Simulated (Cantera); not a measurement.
What does this Cantera script print?

```python
import numpy as np
import cantera as ct

gas_names = """
    O2 Br2
""".split()
cond_names = """
    Ca(L) CaBr2(L) CaO(s)
""".split()


def load(file, names, dense=False):
    # The tables refer to 1 bar. Condensed volumes are neglected.
    table = {s.name: s for s in ct.Species.list_from_file(file)}
    out = []
    for n in names:
        d = dict(table[n].input_data)
        d["thermo"] = dict(d["thermo"], **{"reference-pressure": 1e5})
        if dense:
            d["equation-of-state"] = {"model": "constant-volume", "density": "1e6 g/cm^3"}
        out.append(ct.Species.from_dict(d))
    return out


species = {s.name: s for s in load("nasa_gas.yaml", gas_names) + load("nasa_condensed.yaml", cond_names)}
T = 1550
g = {n: (s.thermo.h(T) - T * s.thermo.s(T)) / (ct.gas_constant * T * np.log(10)) for n, s in species.items()}
valid = cond_names  # the entries whose range holds T


def stable(la, lb):
    # potentials (over RT ln 10) of the two non-metals from log10 p(O2) and log10 p(Br2) in bar
    mu = {}
    mu["O"] = (g["O2"] + la) / 2
    mu["Br"] = (g["Br2"] + lb) / 2
    cost = {}
    for n in valid:
        c = species[n].composition
        cost[n] = (g[n] - sum(c.get(e, 0) * m for e, m in mu.items())) / c["Ca"]
    return min(cost, key=cost.get)


results = []
for lb in [1, -0.9, -2.8, -4.6, -6.5, -8.4, -10.2, -12.1, -14]:
    row = [stable(la, lb) for la in [-22, -20.8, -19.6, -18.4, -17.2, -15.9, -14.7, -13.5, -12.3, -11.1, -9.9, -8.7, -7.5, -6.3, -5.1, -3.8, -2.6, -1.4, -0.2, 1]]
    results.append(row)
    print(f"{lb:6.1f}  " + " ".join(f"{valid.index(n):x}" for n in row))
print("key: " + ", ".join(f"{i:x} {n}" for i, n in enumerate(valid)))
```

It prints:

```
   1.0  1 1 1 1 1 1 1 1 1 1 1 1 1 1 1 1 1 1 1 1
  -0.9  1 1 1 1 1 1 1 1 1 1 1 1 1 1 1 1 1 1 1 2
  -2.8  1 1 1 1 1 1 1 1 1 1 1 1 1 1 1 1 2 2 2 2
  -4.6  1 1 1 1 1 1 1 1 1 1 1 1 1 2 2 2 2 2 2 2
  -6.5  1 1 1 1 1 1 1 1 1 1 2 2 2 2 2 2 2 2 2 2
  -8.4  1 1 1 1 1 1 2 2 2 2 2 2 2 2 2 2 2 2 2 2
 -10.2  1 1 1 1 2 2 2 2 2 2 2 2 2 2 2 2 2 2 2 2
 -12.1  2 2 2 2 2 2 2 2 2 2 2 2 2 2 2 2 2 2 2 2
 -14.0  2 2 2 2 2 2 2 2 2 2 2 2 2 2 2 2 2 2 2 2
key: 0 Ca(L), 1 CaBr2(L), 2 CaO(s)
```

Source: NASA polynomial tables (part measured, part estimated), evaluated in Cantera. Not in the tables: oxide halides.
